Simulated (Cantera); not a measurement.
An adiabatic, constant-volume homogeneous reactor starts with C₃H₈ : O₂ : N₂ : H₂O = 1 : 8.62 : 32.4 : 2.7 (molar parts), equivalence ratio 0.58, at 1400 K and 0.237 atm. Integrator tolerance rtol = 1e-08.

Computed with Cantera and GRI-Mech 3.0 (53 species, 325 reactions). GRI-Mech 3.0 was tuned for natural gas; its chemistry of propane as a main component is partial and can be far from experiment.

**Question.** What does this change do: pressure from 0.237 atm to 9.87 atm?

**Answer.** 
```json
[
 {"quantity": "time of steepest temperature rise", "before": "0.479 ms", "after": "63.3 µs"},
 {"quantity": "temperature at 1.00 s", "before": "2508 K", "after": "2664 K"},
 {"quantity": "equilibrium temperature", "before": "2508 K", "after": "2664 K"},
 {"quantity": "x(C₃H₈) at 1.00 s", "before": "<1e-12 (gas-phase equilibrium <1e-12)", "after": "<1e-12 (gas-phase equilibrium <1e-12)"},
 {"quantity": "x(O₂) at 1.00 s", "before": "0.0729 (gas-phase equilibrium 0.0729)", "after": "0.0700 (gas-phase equilibrium 0.0700)"},
 {"quantity": "x(H₂O) at 1.00 s", "before": "0.130 (gas-phase equilibrium 0.130)", "after": "0.139 (gas-phase equilibrium 0.139)"},
 {"quantity": "x(H₂O₂) at 1.00 s", "before": "1.69e-7 (gas-phase equilibrium 1.69e-7)", "after": "1.59e-6 (gas-phase equilibrium 1.59e-6)"},
 {"quantity": "x(CH₃) at 1.00 s", "before": "<1e-12 (gas-phase equilibrium <1e-12)", "after": "<1e-12 (gas-phase equilibrium <1e-12)"}
]
```
